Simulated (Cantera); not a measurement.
Feed: 1 mol PbO, a varied amount of H2, held at 1673 K and 750 Torr.

Method: chemical equilibrium by Gibbs-energy minimisation in Cantera with the NASA 1993 tables (ideal gas, pure condensed phases). Candidate condensed phases: H2O, Pb, PbO, PbO2, Pb3O4; 12 gas species. Each liquid is taken as pure. Mutual solubility and eutectic melting of coexisting phases are not modelled. Gases not in the tables: (PbO)n polymers. Rates play no part.

log p: log10 of the partial pressure in bar; n: condensed amount in mol.

| n(H2) (mol) | log p H2O | log p H2 | log p Pb | log p PbO | log p Pb2 | n Pb(l) | n PbO(l) |
|---|---|---|---|---|---|---|---|
| 0.4 | -0.08 | -2.81 | -0.96 | -1.21 | -3.91 | 0.346 | 0.571 |
| 0.62 | -0.08 | -2.81 | -0.96 | -1.21 | -3.91 | 0.537 | 0.334 |
| 0.85 | -0.08 | -2.81 | -0.96 | -1.21 | -3.91 | ? | ? |
| 1.1 | -0.09 | -1.09 | -0.96 | -2.94 | -3.91 | 0.863 | 0 |
| 1.3 | -0.16 | -0.69 | -0.96 | -3.41 | -3.91 | 0.840 | 0 |
| 1.5 | ? | ? | -0.96 | ? | -3.91 | 0.815 | 0 |
| 1.8 | -0.31 | -0.40 | -0.96 | -3.84 | -3.91 | 0.778 | 0 |

Task: Fill in the missing entries.

Result: 
- 0.85, n Pb(l): 0.736
- 0.85, n PbO(l): 0.0874
- 1.5, log p H2O: -0.23
- 1.5, log p H2: -0.53
- 1.5, log p PbO: -3.63
